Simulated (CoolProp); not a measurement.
R21 along the isobar 289 bar: Z from the reference equation and from simpler models built on Tc = 452.7 K, pc = 52.89 bar, ω = 0.206; each cubic takes its own stable root.

The numbers come from the reference Helmholtz-energy equation of state, Platzer 1990 in CoolProp. This equation is an older, rougher fit; its heat capacities, sound speeds and derivatives of the liquid may be far off and weren't checked against measurements.

```
T (K)          phase  reference
-----  -------------  ---------
252.5         liquid     0.9349
267.2         liquid     0.8997
281.9         liquid     0.8690
296.6         liquid     0.8422
311.3         liquid     0.8188
326           liquid     0.7984
340.7         liquid     0.7809
355.4         liquid     0.7659
370.1         liquid     0.7533
384.8         liquid     0.7429
399.5         liquid     0.7345
414.2         liquid     0.7282
428.9         liquid     0.7238
443.6         liquid     0.7213
458.3  supercritical     0.7206
473    supercritical     0.7219
```

Q: How far does each simpler model (van der Waals, Redlich-Kwong, Peng-Robinson) lie from the reference over these 16 states: mean and median of the absolute difference, and the worst?

A: 
- van der Waals: mean 44.9 %, median 45.8 %, worst +54.5 % at 252.5 K and 289 bar
- Redlich-Kwong: mean 6.4 %, median 6.5 %, worst +7.5 % at 252.5 K and 289 bar
- Peng-Robinson: mean 5.9 %, median 6.1 %, worst -6.5 % at 355.4 K and 289 bar
